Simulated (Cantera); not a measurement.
An isothermal, constant-pressure homogeneous reactor starts with 27.8 % C3H8, 72.2 % H2, at 1698 K and 233 Torr.

Computed with Cantera and GRI-Mech 3.0 (53 species, 325 reactions). GRI-Mech 3.0 was tuned for natural gas; its chemistry of propane as a main component is partial and can be far from experiment. GRI-Mech 3.0 stops at C3 and has no aromatics, soot or wall deposition, so with more carbon than oxygen in the feed, carbon stays in small species such as C2H2 where larger ones or solid carbon would form.

x: mole fraction; the columns are a selection and need not sum to one.

| t (s) | x C3H8 | x H2 | x C2H | x C2H4 | x C2H2 |
|---|---|---|---|---|---|
| 7.00e-6 | 0.172 | 0.670 | 6.11e-9 | 0.0662 | 0.000685 |
| 2.06e-5 | … | 0.603 | … | 0.162 | … |
| 6.06e-5 | 0.000817 | 0.600 | 4.32e-7 | 0.152 | 0.0545 |
| 0.000178 | 5.44e-6 | 0.616 | 2.56e-7 | 0.114 | 0.0896 |
| 0.000524 | 2.00e-7 | 0.630 | 1.67e-7 | 0.0768 | 0.121 |
| 0.00154 | 8.18e-8 | 0.646 | 1.88e-7 | 0.0351 | 0.155 |
| 0.00454 | 5.22e-8 | 0.660 | 2.44e-7 | 0.00566 | 0.181 |
| 0.0134 | … | 0.675 | 2.61e-7 | … | 0.188 |
| 0.0393 | 1.66e-8 | 0.701 | 2.85e-7 | 0.00265 | 0.198 |
| 0.116 | 4.02e-9 | 0.733 | 3.22e-7 | 0.00252 | 0.211 |
| 0.340 | 8.71e-10 | 0.755 | 3.54e-7 | 0.00254 | 0.219 |
| 1.00 | 4.12e-10 | 0.762 | 3.66e-7 | 0.00257 | 0.222 |

Complete the blanks.


- 2.06e-5, x C3H8: 0.0349
- 2.06e-5, x C2H: 2.09e-7
- 2.06e-5, x C2H2: 0.0137
- 0.0134, x C3H8: 3.63e-8
- 0.0134, x C2H4: 0.00290
